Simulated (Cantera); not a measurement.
Thermodynamics of chemical vapour transport, feed Si + H2O + Br2

Feed: 1 mol Si, 0.8 mol H2O, 0.27 mol Br2, held at 12000 Pa.

These are equilibrium values from Cantera (NASA tables, ideal gas, pure condensed phases), not measurements of a reactor. Candidate condensed phases: Br2, H2O, Si, SiO2; 28 gas species. Mutual solubility and eutectic melting of coexisting phases are not modelled. The tables' values for SiBr3, SiBr are old estimates; treat these amounts as uncertain. The tables hold silica as quartz up to 1696 K and as liquid above; real silica turns to tridymite and cristobalite and melts near 1996 K. Equilibrium is a limit: real reactors are often held back by kinetics, nucleation or transport.

```json
[
 {"T (K)": "900", "x H2": "0.841", "x HBr": "0.0160", "x SiBr2": "0.000247", "x SiBr4": "0.131", "x SiHBr3": "0.0111", "x SiBr3": "0.000237", "x SiO": "4.15e-11", "n Si(s)": "0.466", "n SiO2(β-quartz)": "0.400"},
 {"T (K)": "950", "x H2": "0.834", "x HBr": "0.0249", "x SiBr2": "0.000703", "x SiBr4": "0.128", "x SiHBr3": "0.0113", "x SiBr3": "0.000494", "x SiO": "4.81e-10", "n Si(s)": "0.468", "n SiO2(β-quartz)": "0.400"},
 {"T (K)": "1000", "x H2": "0.825", "x HBr": "0.0370", "x SiBr2": "0.00179", "x SiBr4": "0.124", "x SiHBr3": "0.0113", "x SiBr3": "0.000949", "x SiO": "4.34e-9", "n Si(s)": "0.470", "n SiO2(β-quartz)": "0.400"},
 {"T (K)": "1050", "x H2": "0.813", "x HBr": "0.0524", "x SiBr2": "0.00411", "x SiBr4": "0.118", "x SiHBr3": "0.0111", "x SiBr3": "0.00168", "x SiO": "3.16e-8", "n Si(s)": "0.472", "n SiO2(β-quartz)": "0.400"},
 {"T (K)": "1100", "x H2": "0.797", "x HBr": "0.0711", "x SiBr2": "0.00863", "x SiBr4": "0.109", "x SiHBr3": "0.0107", "x SiBr3": "0.00278", "x SiO": "1.92e-7", "n Si(s)": "0.474", "n SiO2(β-quartz)": "0.400"},
 {"T (K)": "1150", "x H2": "0.778", "x HBr": "0.0926", "x SiBr2": "0.0166", "x SiBr4": "0.0978", "x SiHBr3": "0.00995", "x SiBr3": "0.00424", "x SiO": "9.94e-7", "n Si(s)": "0.476", "n SiO2(β-quartz)": "0.400"},
 {"T (K)": "1200", "x H2": "0.756", "x HBr": "0.116", "x SiBr2": "0.0292", "x SiBr4": "0.0833", "x SiHBr3": "0.00889", "x SiBr3": "0.00597", "x SiO": "4.47e-6", "n Si(s)": "0.475", "n SiO2(β-quartz)": "0.400"},
 {"T (K)": "1250", "x H2": "0.732", "x HBr": "0.139", "x SiBr2": "0.0471", "x SiBr4": "0.0661", "x SiHBr3": "0.00750", "x SiBr3": "0.00768", "x SiO": "1.78e-5", "n Si(s)": "0.472", "n SiO2(β-quartz)": "0.400"},
 {"T (K)": "1300", "x H2": "0.708", "x HBr": "0.160", "x SiBr2": "0.0691", "x SiBr4": "0.0478", "x SiHBr3": "0.00590", "x SiBr3": "0.00891", "x SiO": "6.34e-5", "n Si(s)": "0.466", "n SiO2(β-quartz)": "0.400"},
 {"T (K)": "1350", "x H2": "0.687", "x HBr": "0.175", "x SiBr2": "0.0921", "x SiBr4": "0.0310", "x SiHBr3": "0.00427", "x SiBr3": "0.00924", "x SiO": "0.000206", "n Si(s)": "0.459", "n SiO2(β-quartz)": "0.400"},
 {"T (K)": "1400", "x H2": "0.672", "x HBr": "0.185", "x SiBr2": "0.112", "x SiBr4": "0.0180", "x SiHBr3": "0.00286", "x SiBr3": "0.00861", "x SiO": "0.000611", "n Si(s)": "0.452", "n SiO2(β-quartz)": "0.400"},
 {"T (K)": "1450", "x H2": "0.661", "x HBr": "0.190", "x SiBr2": "0.127", "x SiBr4": "0.00972", "x SiHBr3": "0.00181", "x SiBr3": "0.00739", "x SiO": "0.00168", "n Si(s)": "0.445", "n SiO2(β-quartz)": "0.399"},
 {"T (K)": "1500", "x H2": "0.655", "x HBr": "0.191", "x SiBr2": "0.136", "x SiBr4": "0.00503", "x SiHBr3": "0.00111", "x SiBr3": "0.00602", "x SiO": "0.00432", "n Si(s)": "0.439", "n SiO2(β-quartz)": "0.398"}
]
```
x: gas mole fraction; n: condensed amount in mol.

From 900 K to 1500 K the condensed part is Si(s) + SiO2(β-quartz). The main Si-bearing gas is SiBr4 at 900 K and SiBr2 at 1500 K. The share of Si in condensed phases is highest at 1150 K (87.6 %) and lowest at 1500 K (83.7 %).
